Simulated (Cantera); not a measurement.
Feed: 1 mol V2O3, 0.69 mol H2, 1.1 mol N2, equilibrated at 7.50 Torr.

These are equilibrium values from Cantera (NASA tables, ideal gas, pure condensed phases), not measurements of a reactor. Candidate condensed phases: H2O, V, VN, VO, V2O3, V2O4, V2O5; 28 gas species. Mutual solubility and eutectic melting of coexisting phases are not modelled. VN: taken at fixed stoichiometry. Condensed phases not in the tables: the oxides between V2O3 and V2O5 other than VO2, V2N. Equilibrium is a limit: real reactors are often held back by kinetics, nucleation or transport.

Q: At 1075 K, list the 3 most abundant gas species with their mole fractions, and the condensed phases.

A: N2 0.614, H2 0.385, H2O 0.000593. Condensed: VN(s) + V2O3(s).
